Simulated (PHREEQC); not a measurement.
Dissolve 4.3 mol/kgw KCl and 0.18 mol/kgw K2SO4 at 20 °C. Closed to the air; pH follows from the charge balance.

Equilibrium calculation in PHREEQC: Pitzer model, pitzer.dat.

Precipitation was switched off in this run.

**Question.** Estimate the activity of water.

**Answer.** activity of water 0.854.

Examples of supersaturated solids here: Arcanite. Others may be too. Complexes and solids missing from the database can't appear.
